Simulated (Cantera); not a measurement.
Feed: 1 mol C, 2.9 mol NH3, 10 mol H2, equilibrated at 1550 K and 1.33 mbar.

Equilibrium computed with Cantera from the NASA thermochemical tables; the gas is ideal and each condensed phase is pure. Candidate condensed phases: C, C6H6, C7H8, C8H18; 92 gas species. Rates play no part.

Base state: H2 0.907, N2 0.0915, H 0.000822, HCN 0.000428, C2H2 (acetylene) 1.46e-5 (mole fractions); condensed: C(graphite).

Q: What changes in the equilibrium state with this change: NH3 from 2.9 to 0.038 mol?

A: 
```tsv
species	before	after
H2	0.907	0.997
N2	0.0915	0.00185
H	0.000822	0.000861
HCN	0.000428	6.39e-5
C2H2 (acetylene)	1.46e-5	1.60e-5
C(graphite), mol	0.993	0.999
```
